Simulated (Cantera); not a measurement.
Cantera run:

```python
import numpy as np
import cantera as ct

gas_names = """
    AL ALCL ALCL2 ALCL3 ALH AL2 AL2CL6 CL CL2 H HCL H2
""".split()
cond_names = """
    AL(cr) AL(L) ALCL3(s) ALCL3(L)
""".split()


# ... load() reads the species with a 1 bar reference pressure and builds the phases ...
atoms = {
    'Al': {'AL': 1},
    'Cl2': {'CL': 2},
    'H2': {'H': 2},
    'HCl': {'H': 1, 'CL': 1},
}
top_T = {}  # K; cautious upper limits of use, not melting points


# ... equilibrate(T, P, feed) seeds the gas with the atoms and calls Mixture.equilibrate('TP', solver="vcs", rtol=1e-11, max_steps=5000) ...
results = []
T = 1273  # K
P = 1.9  # Pa
for m in [2.3, 2.8, 3.5, 4.3, 5.3, 6.5, 8.1, 9.9, 12, 15]:
    feed = {'Al': 1, 'Cl2': 1.1, 'H2': 9.3, 'HCl': m}  # mol
    mix = equilibrate(T, P, feed)
    results.append((T, P, feed, dict(zip(mix.species_names, mix.species_moles))))

top = {s: max(r[3][s] / sum(r[3][g] for g in gas_names) for r in results) for s in gas_names}
cols = sorted((s for s in top if top[s] > 1e-06), key=lambda s: -top[s])[:7]
seen = [c for c in cond_names if any(r[3].get(c, 0) > 1e-12 for r in results)]
print("log10 of partial pressures in bar; condensed amounts in mol")
print(f"{'n(HCl)':>10s}" + "".join(f"{s[:9]:>10s}" for s in cols + seen))
for T, P, feed, n in results:
    ng = sum(n[g] for g in gas_names)
    print(f"{feed['HCl']:10.4g}" + "".join(f"{np.log10(max(n[s] / ng * P / 1e5, 1e-99)):10.3f}" for s in cols)
          + "".join(f"{n.get(c, 0):10.4g}" for c in seen))
```

Result:

```
log10 of partial pressures in bar; condensed amounts in mol
    n(HCl)        H2       HCL     ALCL3      ALCL     ALCL2         H        CL
       2.3    -4.846    -5.493    -6.007    -6.398    -6.868    -8.570    -9.288
       2.8    -4.858    -5.434    -5.986    -6.506    -6.912    -8.576    -9.223
       3.5    -4.877    -5.364    -5.971    -6.651    -6.976    -8.585    -9.143
       4.3    -4.898    -5.298    -5.968    -6.801    -7.050    -8.596    -9.066
       5.3    -4.925    -5.231    -5.975    -6.968    -7.136    -8.609    -8.987
       6.5    -4.956    -5.169    -5.991    -7.139    -7.230    -8.625    -8.909
       8.1    -4.994    -5.107    -6.018    -7.329    -7.339    -8.644    -8.828
       9.9    -5.035    -5.055    -6.051    -7.505    -7.443    -8.664    -8.756
        12    -5.078    -5.010    -6.088    -7.676    -7.547    -8.686    -8.689
        15    -5.133    -4.964    -6.138    -7.874    -7.671    -8.713    -8.615
```

These are equilibrium values from Cantera (NASA tables, ideal gas, pure condensed phases), not measurements of a reactor. The tables' values for AlCl2 are old estimates; treat these amounts as uncertain.
